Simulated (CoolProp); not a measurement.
Methane along the isobar 62.3 bar: Z from the reference equation and from simpler models built on Tc = 190.6 K, pc = 45.99 bar, ω = 0.011; each cubic takes its own stable root.

Model: reference Helmholtz-energy equation of state, Setzmann 1991, in CoolProp.

| T (K) | phase | reference |
|---|---|---|
| 97.3 | liquid | 0.2764 |
| 111.3 | liquid | 0.2521 |
| 125.3 | liquid | 0.2348 |
| 139.3 | liquid | 0.2229 |
| 153.3 | liquid | 0.2160 |
| 167.4 | liquid | 0.2146 |
| 181.4 | liquid | 0.2225 |
| 195.4 | supercritical | 0.2641 |
| 209.4 | supercritical | 0.5292 |
| 223.4 | supercritical | 0.6678 |

### Question
How far does each simpler model (van der Waals, Peng-Robinson) lie from the reference over these 10 states: mean and median of the absolute difference, and the worst?

### Answer
- van der Waals: mean 33.7 %, median 41.6 %, worst +44.5 % at 97.3 K and 62.3 bar
- Peng-Robinson: mean 7.4 %, median 7.6 %, worst -11.3 % at 97.3 K and 62.3 bar
